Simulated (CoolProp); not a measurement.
Vapour-liquid equilibrium of dimethyl carbonate (1) + n-octane (2) at 0.183 MPa; x and y are mole fractions of (1).

Computed with CoolProp (multi-fluid Helmholtz-energy mixture model, Zhou 2011 and Beckmüller 2019; pair parameters Bell 2016).

Question: Give the bubble temperature and the first vapour's composition at x = 0.425, 0.5, 0.8. Is there an azeotrope?

Answer: x = 0.425: 112.8 °C, y = 0.720; x = 0.5: 111.5 °C, y = 0.744; x = 0.8: 109.0 °C, y = 0.834. y crosses x between x = 0.8 and 0.875: the model has an azeotrope there.

The pair parameters rest on a limited set of measurements; away from them the model extrapolates.
